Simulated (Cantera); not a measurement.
Charge: 1 mol FeS, 430 mol H2, 0.24 mol H2O, at 675 K and 150000 Pa.

Method: chemical equilibrium by Gibbs-energy minimisation in Cantera with the NASA 1993 tables (ideal gas, pure condensed phases). Candidate condensed phases: Fe, FeO, Fe(OH)2, Fe(OH)3, FeS, FeSO4, FeS2, Fe2O3, Fe2(SO4)3, Fe3O4, H2O, H2SO4, S; 22 gas species. FeS: taken at fixed stoichiometry. The numbers say what is thermodynamically allowed, not how fast it happens.

Base state: H2 0.999, H2O 0.000558, H2S 2.41e-5 (mole fractions); condensed: Fe(α) + FeS(s).

What changes in the equilibrium state with this change: temperature from 675 K to 1248 K?


```
species        before     after
-----------  --------  --------
H2              0.999     0.997
H2S           2.41e-5   0.00232
H2O          0.000558  0.000558
Fe(α), mol     0.0104         0
FeS(s), mol     0.990         0
Fe(γ), mol          0      1.00
```
